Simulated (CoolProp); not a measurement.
Water at 752.55 K and 0.281 MPa is throttled through a valve to 0.17 MPa with no heat exchange. Each further row changes one setting.

Values from CoolProp's reference Helmholtz-energy equation of state, Wagner 2002.

| case | temperature change (K) | final density (kg/m³) |
|---|---|---|
| as stated | -0.6 | 0.491 |
| outlet pressure 0.051 MPa | -1.2 | 0.147 |
| outlet pressure 0.221 MPa | -0.3 | 0.638 |
